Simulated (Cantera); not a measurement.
An adiabatic, constant-pressure homogeneous reactor starts with CH4 : CO : O2 : N2 = 1 : 0.042 : 1.35 : 5.07 (molar parts), equivalence ratio 1.5, at 1150 K and 101000 Pa. Integrator tolerance rtol = 1e-08.

Cantera simulation using GRI-Mech 3.0 (53 species, 325 reactions); the numbers are that mechanism's predictions, not measurements.

Problem. What does this change do: pressure from 101000 Pa to 390000 Pa?

Solution. 
```
quantity                                                            before                                      after
---------------------------------  ---------------------------------------  -----------------------------------------
temperature at 0.100 s                                              1171 K                                     2549 K
equilibrium temperature                                             2517 K                                     2549 K
x(CH4) at 0.100 s                     0.130 (gas-phase equilibrium <1e-12)  7.89e-12 (gas-phase equilibrium 8.95e-12)
x(CO) at 0.100 s                    0.00657 (gas-phase equilibrium 0.0926)      0.0929 (gas-phase equilibrium 0.0929)
x(O2) at 0.100 s                    0.178 (gas-phase equilibrium 0.000231)    8.35e-5 (gas-phase equilibrium 8.35e-5)
x(H2O2) at 0.100 s                 3.40e-6 (gas-phase equilibrium 1.88e-8)    2.41e-8 (gas-phase equilibrium 2.41e-8)
x(CO2) at 0.100 s                  0.000108 (gas-phase equilibrium 0.0350)      0.0351 (gas-phase equilibrium 0.0351)
x(OH) at 0.100 s                   4.59e-8 (gas-phase equilibrium 0.00359)    0.00221 (gas-phase equilibrium 0.00221)
x(C2H2) at 0.100 s                  1.20e-7 (gas-phase equilibrium <1e-12)      <1e-12 (gas-phase equilibrium <1e-12)
time of steepest temperature rise                              not reached                                    34.1 ms
```
